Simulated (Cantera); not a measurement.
Input: 1 mol BF₃, 1.5 mol H₂, 0.36 mol N₂, at 0.190 bar.

Method: chemical equilibrium by Gibbs-energy minimisation in Cantera with the NASA 1993 tables (ideal gas, pure condensed phases). Candidate condensed phases: B, BN; 31 gas species. N₂ is the only nitrogen source here; it is nearly inert below about 1500 K, so the nitride shown seldom forms there in practice. The numbers say what is thermodynamically allowed, not how fast it happens.

Over these rows the condensed part is BN(s). Partial pressures as log10 of bar:

| T (K) | 1000/T (1/K) | log p BF | log p H₂ | log p BF₃ | log p N₂ | log p HF |
|---|---|---|---|---|---|---|
| 1423 | 0.7027 | -6.78 | -1.02 | -1.19 | -1.64 | -2.21 |
| 1473 | 0.6789 | ? | -1.02 | -1.20 | -1.64 | -2.18 |
| 1523 | 0.6566 | -5.76 | -1.02 | -1.20 | -1.64 | -2.16 |
| 1573 | 0.6357 | -5.30 | -1.02 | -1.20 | -1.64 | -2.14 |
| 1623 | 0.6161 | -4.87 | -1.02 | -1.20 | -1.64 | -2.12 |
| 1673 | 0.5977 | -4.47 | -1.02 | -1.21 | -1.64 | -2.10 |

Problem. Fit log p(BF) = a + b·(1000/T) to the five rows, give the apparent enthalpy, and predict the row at 1473 K.

Solution. Means: 1000/T = 0.6418, log p = -5.436. Sxy = -0.144621, Sxx = 0.0065704, so b = -22.01 and a = -5.436 − (-22.01)×0.6418 = 8.69.
Apparent enthalpy: −19.145 × (-22.01) = 421 kJ/mol. With the condensed phases at unit activity, 2/3 BN(s) + 1/3 BF₃(g) = BF(g) + 1/3 N₂(g) links this pressure to the main gases: over the six rows their terms move log p by -0.01 in all, so the slope is close to that reaction's ΔH°. The five rows lie within 0.01 of the line.
Prediction at 1473 K: 8.69 + (-22.01)×0.6789 = -6.25. The computed value is -6.26, 0.01 from the line.
